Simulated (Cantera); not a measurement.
Feed: 1 mol BN, 0.26 mol H2O, at 750 Torr.

Method: chemical equilibrium by Gibbs-energy minimisation in Cantera with the NASA 1993 tables (ideal gas, pure condensed phases). Candidate condensed phases: B, BN, B2O3, B3O3H3, H2O; 39 gas species. Mutual solubility and eutectic melting of coexisting phases are not modelled. Gases not in the tables: H3BO3. Equilibrium is a limit: real reactors are often held back by kinetics, nucleation or transport.

Problem. At 1123 K, list the 5 most abundant gas species with their mole fractions, and the condensed phases.

Solution. H2 0.747, N2 0.249, H2O 0.00433, NH3 9.03e-5, HBO2 1.69e-5. Condensed: BN(s) + B2O3(l).
